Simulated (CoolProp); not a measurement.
Vapour pressure (kPa) of sulfur dioxide: the reference equation beside estimates from Tc = 430.6 K, pc = 7887 kPa, ω = 0.256. Clausius-Clapeyron is anchored at 361.8 K with a constant enthalpy of vaporisation of 17.69 kJ/mol.

Computed with CoolProp (reference Helmholtz-energy equation of state, Gao 2016).

```csv
T (K),reference,Clausius-Clapeyron,van der Waals,Soave-Redlich-Kwong,Peng-Robinson
341.3,1356,1535,2895,1366,1350
344.2,1456,1618,3011,1468,1449
347.2,(withheld),1706,3134,1579,1559
350.1,1676,1795,3256,1692,1670
353,1793,1887,3380,(withheld),1787
356,1920,1985,3513,1940,1915
358.9,2049,2084,3643,2072,2044
361.8,2185,2185,3777,2210,2181
364.7,2327,2290,3914,2354,2324
367.7,2481,2401,4059,2511,2479
370.6,2637,2513,4202,2670,2636
373.5,2800,2627,4348,(withheld),2800
376.5,2977,2749,4503,3016,2978
379.4,3155,2870,4655,3197,3158
382.3,3342,2995,4811,3386,3346
```

**Question.** Complete the blanks.

**Answer.** 
- 347.2, reference: 1565
- 353, Soave-Redlich-Kwong: 1811
- 373.5, Soave-Redlich-Kwong: 2836

Absolute difference from the reference over all 15 rows, mean and median: Clausius-Clapeyron 6.2 and 6.2 %, van der Waals 75.1 and 72.9 %, Soave-Redlich-Kwong 1.1 and 1.1 %, Peng-Robinson 0.2 and 0.2 %.
